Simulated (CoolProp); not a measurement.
Computed with CoolProp (reference Helmholtz-energy equation of state, Thol 2015).

Question: For 1,2-dichloroethane, give the phase and the density (kg/m³), cp (kJ/(kg K)), cv (kJ/(kg K)), isothermal compressibility (1/MPa) at 185.65 °C and 20.6 MPa.

Answer: 
- 185.65 °C and 20.6 MPa: liquid; density 1030, cp 1.44, cv 0.996, isothermal compressibility 0.00242
